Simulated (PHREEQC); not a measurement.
Consider water at 20 °C with 0.049 mol/kgw H2SO4, 0.0019 mol/kgw ZnSO4 and 0.021 mol/kgw Na2SO4. Closed to the air; pH follows from the charge balance.

Model: ion-association model, wateq4f.dat, run in PHREEQC.

No solid was allowed to form.

Q: What pH, ionic strength does the model give?

A: pH 1.36; ionic strength 0.122 mol/kgw.

Q: In which forms is Na present?

A: Na+ 96 %, NaSO4- 4.1 % of the Na.
